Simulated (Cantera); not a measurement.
Cantera run:

```python
import numpy as np
import cantera as ct

gas_names = """
    CL CL2 H HCL H2 Si SiCL SiCL2 SiCL3 SiCL4 SiH SiHCL3 SiH2 SiH2CL2 SiH3 SiH3CL SiH4 Si2 Si3
""".split()
cond_names = """
    Si(cr) Si(L)
""".split()


# ... load() reads the species with a 1 bar reference pressure and builds the phases ...
atoms = {
    'SiCl4': {'Si': 1, 'CL': 4},
    'HCl': {'H': 1, 'CL': 1},
    'H2': {'H': 2},
}
top_T = {}  # K; cautious upper limits of use, not melting points


# ... equilibrate(T, P, feed) seeds the gas with the atoms and calls Mixture.equilibrate('TP', solver="vcs", rtol=1e-11, max_steps=5000) ...
results = []
feed = {'SiCl4': 1, 'HCl': 0.91, 'H2': 15}  # mol
P = 29000  # Pa
for T in [1100, 1150, 1200, 1250, 1300, 1350, 1400, 1450, 1500, 1550, 1600, 1650]:
    mix = equilibrate(T, P, feed)
    results.append((T, P, feed, dict(zip(mix.species_names, mix.species_moles))))

top = {s: max(r[3][s] / sum(r[3][g] for g in gas_names) for r in results) for s in gas_names}
cols = sorted((s for s in top if top[s] > 1e-05), key=lambda s: -top[s])[:5]
seen = [c for c in cond_names if any(r[3].get(c, 0) > 1e-12 for r in results)]
print("log10 of partial pressures in bar; condensed amounts in mol")
print(f"{'T/K':>10s}" + "".join(f"{s[:9]:>10s}" for s in cols + seen))
for T, P, feed, n in results:
    ng = sum(n[g] for g in gas_names)
    print(f"{T:10.4g}" + "".join(f"{np.log10(max(n[s] / ng * P / 1e5, 1e-99)):10.3f}" for s in cols)
          + "".join(f"{n.get(c, 0):10.4g}" for c in seen))
```

Result:

```
log10 of partial pressures in bar; condensed amounts in mol
       T/K        H2       HCL     SiCL2     SiCL4    SiHCL3
      1100    -0.595    -1.722    -4.032    -1.856    -2.561
      1150    -0.598    -1.694    -3.513    -1.891    -2.487
      1200    -0.601    -1.656    -3.080    -1.939    -2.450
      1250    -0.605    -1.608    -2.732    -2.007    -2.452
      1300    -0.610    -1.554    -2.465    -2.100    -2.497
      1350    -0.617    -1.500    -2.266    -2.223    -2.582
      1400    -0.623    -1.452    -2.120    -2.380    -2.701
      1450    -0.629    -1.414    -2.017    -2.570    -2.850
      1500    -0.634    -1.386    -1.946    -2.789    -3.022
      1550    -0.637    -1.367    -1.898    -3.027    -3.208
      1600    -0.639    -1.354    -1.867    -3.274    -3.400
      1650    -0.641    -1.346    -1.846    -3.522    -3.592
```

Equilibrium computed with Cantera from the NASA thermochemical tables; the gas is ideal and each condensed phase is pure. The tables' values for SiCl3 are old estimates; treat these amounts as uncertain.
